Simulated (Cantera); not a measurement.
A Cantera script and its output.

```python
import numpy as np
import cantera as ct

gas = ct.Solution("gri30.yaml")
gas.TPX = 925, 1000000, {'CH4': 0.01, 'O2': 0.035, 'N2': 1}
inlet = ct.Reservoir(gas, clone=True)

reactor = ct.IdealGasConstPressureReactor(gas, energy="off", clone=False)
exhaust = ct.Reservoir(gas, clone=True)
tau = [22, 6.1, 1.7, 0.47, 0.13, 0.037, 0.01, 0.0029][0]
for a, b in ((inlet, reactor), (reactor, exhaust)):
    ct.MassFlowController(a, b, mdot=lambda t: reactor.mass / tau)
net = ct.ReactorNet([reactor])
show = ['CH4', 'O2', 'NO', 'C2H6', 'H2', 'HCO']

rows = []
print(f"{'tau/s':>10s}{'T/K':>9s}" + "".join(f"{s:>11s}" for s in show))
for tau in [22, 6.1, 1.7, 0.47, 0.13, 0.037, 0.01, 0.0029]:
    net.initial_time = 0.0
    net.advance(30 * tau)
    before = gas.X
    net.advance(40 * tau)
    drift = np.max(np.abs(gas.X - before) / (gas.X + 1e-9))
    rows.append([gas.T, *gas[show].X, drift])
    print(f"{tau:10.3e}{gas.T:9.1f}" + "".join(f"{x:11.3e}" for x in gas[show].X))
```

Result:

```
     tau/s      T/K        CH4         O2         NO       C2H6         H2        HCO
 2.200e+01    925.0  3.996e-04  1.581e-02  2.942e-13  1.138e-06  1.025e-05  1.637e-11
 6.100e+00    925.0  8.344e-04  1.721e-02  1.253e-13  2.564e-06  3.337e-05  5.201e-11
 1.700e+00    925.0  1.779e-03  1.980e-02  4.601e-14  5.967e-06  9.552e-05  1.452e-10
 4.700e-01    925.0  3.740e-03  2.411e-02  1.464e-14  1.353e-05  1.981e-04  3.180e-10
 1.300e-01    925.0  6.918e-03  2.970e-02  2.752e-15  2.345e-05  1.822e-04  3.826e-10
 3.700e-02    925.0  9.569e-03  3.349e-02  5.349e-22  6.114e-09  4.861e-10  2.835e-16
 1.000e-02    925.0  9.569e-03  3.349e-02  2.915e-23  1.012e-10  1.719e-11  1.439e-17
 2.900e-03    925.0  9.569e-03  3.349e-02  1.801e-24  1.427e-12  8.428e-13  8.468e-19
```

Detailed kinetics in Cantera: GRI-Mech 3.0 (53 species, 325 reactions). The temperature is held fixed by assumption; the heat of reaction is taken as removed at once.
